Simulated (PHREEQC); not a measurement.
Synthetic water in mg/L, 20 °C, pH 7.1, pe 8.8:

```
constituent                mg/L
-----------------------  ------
Na                          243
K                         0.942
Ca                          255
Mg                          233
Cl                          871
S(6) as SO4                 694
Alkalinity as HCO3          183
B                        0.0602
Cd                         4.54
O(0) (dissolved oxygen)    1.64
```

Na is adjusted to close the charge balance.
Valence states are taken as typed.

The numbers come from PHREEQC with the ion-association model, phreeqc.dat.

This is a speciation only: nothing precipitates in the calculation.

Task: Order these Ca species by the share of Ca that they hold, largest first: Ca+2, CaHCO3+, CaSO4.

Result: Ca+2 (85 %), CaSO4 (14 %), CaHCO3+ (1.3 %)

The pH is 7.10 and the ionic strength 0.0547 mol/kgw. Saturation is exceeded, for instance for Otavite; the values hold only as long as no solid forms. Species that the database lacks are ignored.
